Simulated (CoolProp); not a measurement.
Saturated liquid density (kg/m³) of hydrogen sulfide: the reference equation beside estimates from Tc = 373.1 K, pc = 8999 kPa, ω = 0.101. Rackett uses Z = 0.29056 − 0.08775 ω.

Model: reference Helmholtz-energy equation of state, Lemmon 2006, in CoolProp. It is a short technical equation, of lower accuracy than the large ones.

| T (K) | reference | Rackett | van der Waals | Redlich-Kwong | Soave-Redlich-Kwong | Peng-Robinson |
|---|---|---|---|---|---|---|
| 291.5 | 791.4 | 797.1 | 520.8 | 740.2 | 750.6 | 851.2 |
| 294.6 | 784.0 | 790.0 | 515.8 | 731.4 | 741.9 | 841.4 |
| 297.6 | 776.6 | 782.9 | 511.0 | 722.6 | 733.3 | 831.7 |
| 300.7 | 768.8 | 775.5 | 505.8 | 713.4 | 724.2 | 821.3 |
| 303.7 | 761.1 | 768.1 | 500.8 | 704.2 | 715.1 | 811.1 |
| 306.8 | 752.9 | 760.3 | 495.4 | 694.5 | 705.5 | 800.2 |
| 309.8 | 744.8 | 752.7 | 490.1 | 684.9 | 696.0 | 789.3 |
| 312.9 | 736.3 | 744.5 | 484.4 | 674.7 | 685.9 | 777.7 |
| 315.9 | 727.7 | 736.4 | 478.8 | 664.6 | 675.8 | 766.2 |
| 318.9 | 719.0 | 728.1 | 473.0 | 654.2 | 665.4 | 754.2 |
| 322 | 709.7 | 719.3 | 466.9 | 643.2 | 654.4 | 741.5 |

Absolute difference from the reference over all 11 rows, mean and median: Rackett 1.0 and 1.0 %, van der Waals 34.2 and 34.2 %, Redlich-Kwong 7.8 and 7.8 %, Soave-Redlich-Kwong 6.4 and 6.3 %, Peng-Robinson 6.2 and 6.3 %.
